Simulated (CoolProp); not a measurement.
Saturation properties of CH3F (R41) (Tc = 44.1 °C, pc = 59.06 bar, ω = 0.200).

Values from CoolProp's reference Helmholtz-energy equation of state, Lemmon 2006. It is a short technical equation, of lower accuracy than the large ones.

| T (°C) | p (bar) | liquid density (kg/m³) | liquid cp (kJ/(kg K)) | vapour Z |
|---|---|---|---|---|
| -66.25 | 1.891 | 855.3 | 2.095 | 0.9373 |
| -63.15 | 2.190 | 848.5 | 2.103 | 0.9314 |
| -60.15 | 2.513 | 841.8 | 2.111 | 0.9253 |
| -57.15 | 2.873 | 835.0 | 2.121 | 0.9189 |
| -54.05 | 3.284 | 827.9 | 2.132 | 0.9118 |
| -51.05 | 3.724 | 821.0 | 2.143 | 0.9047 |
| -47.95 | 4.225 | 813.7 | 2.156 | 0.8969 |
| -44.95 | 4.756 | 806.5 | 2.170 | 0.8890 |
| -41.95 | 5.338 | 799.1 | 2.185 | 0.8807 |
| -38.85 | 5.993 | 791.4 | 2.202 | 0.8718 |

It boils at -78.4 °C under 1 atm.
